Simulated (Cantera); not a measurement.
Cantera run, input and output.

```python
import numpy as np
import cantera as ct

gas = ct.Solution("gri30.yaml")
gas.TPX = 1400, 100000, {'CH4': 1, 'O2': 1.82, 'N2': 6.84}
reactor = ct.IdealGasReactor(gas, energy="on", clone=False)
net = ct.ReactorNet([reactor])
net.rtol, net.atol = 1e-08, 1e-16
show = ['CH4', 'O2', 'H', 'C2H', 'C2H4', 'CH2O', 'H2O']
times = np.geomspace(3e-06, 3, 11)

steps = ct.SolutionArray(gas, extra=["t"])
rows = []
print(f"{'t/s':>10s}{'T/K':>9s}{'P/Pa':>11s}" + "".join(f"{s:>11s}" for s in show))
for t in times:
    while net.time < t:
        t_next = net.step()
        steps.append(gas.state, t=t_next)
    rows.append([np.interp(t, steps.t, y) for y in (steps.T, steps.P, *steps(*show).X.T)])
    print(f"{t:10.3e}{rows[-1][0]:9.1f}{rows[-1][1]:11.4g}" + "".join(f"{x:11.3e}" for x in rows[-1][2:]))
rate = np.gradient(steps.T, steps.t)
print("integrator steps:", len(steps.t))
if steps.T.max() > steps.T[0] + 200:
    print(f"time of steepest temperature rise: {steps.t[rate.argmax()]:.4e} s")
gas.TPX = 1400, 100000, {'CH4': 1, 'O2': 1.82, 'N2': 6.84}
gas.equilibrate("UV")
print(f"equilibrium (UV): T = {gas.T:.1f} K  " + "  ".join(f"{s} {gas[s].X[0]:.3e}" for s in show))
```

Output:

```
       t/s      T/K       P/Pa        CH4         O2          H        C2H       C2H4       CH2O        H2O
 3.000e-06   1400.0      1e+05  1.035e-01  1.884e-01  1.606e-09  1.220e-30  7.651e-15  4.556e-10  5.018e-09
 1.194e-05   1400.0      1e+05  1.035e-01  1.884e-01  1.784e-09  1.330e-27  1.103e-12  7.997e-09  3.623e-08
 4.755e-05   1400.0      1e+05  1.035e-01  1.884e-01  2.659e-09  1.883e-24  1.130e-10  1.484e-07  3.781e-07
 1.893e-04   1400.0      1e+05  1.035e-01  1.884e-01  9.660e-09  6.043e-21  1.724e-08  3.811e-06  7.051e-06
 7.536e-04   1400.8  1.001e+05  1.033e-01  1.883e-01  6.773e-08  4.515e-17  3.513e-06  1.101e-04  1.641e-04
 3.000e-03   1449.0  1.037e+05  9.513e-02  1.824e-01  2.763e-06  2.601e-12  4.907e-04  2.141e-03  6.804e-03
 1.194e-02   2896.9    2.2e+05  2.571e-14  1.358e-02  1.279e-02  4.290e-18  7.908e-22  1.341e-09  1.503e-01
 4.755e-02   2896.9    2.2e+05  2.571e-14  1.358e-02  1.279e-02  4.290e-18  7.908e-22  1.341e-09  1.503e-01
 1.893e-01   2896.9    2.2e+05  2.571e-14  1.358e-02  1.279e-02  4.290e-18  7.908e-22  1.341e-09  1.503e-01
 7.536e-01   2896.9    2.2e+05  2.571e-14  1.358e-02  1.279e-02  4.290e-18  7.908e-22  1.341e-09  1.503e-01
 3.000e+00   2896.9    2.2e+05  2.571e-14  1.358e-02  1.279e-02  4.290e-18  7.908e-22  1.341e-09  1.503e-01
integrator steps: 2173
time of steepest temperature rise: 3.4254e-03 s
equilibrium (UV): T = 2896.9 K  CH4 3.294e-14  O2 1.358e-02  H 1.279e-02  C2H 4.526e-18  C2H4 8.562e-22  CH2O 1.341e-09  H2O 1.503e-01
```

Detailed kinetics in Cantera: GRI-Mech 3.0 (53 species, 325 reactions).
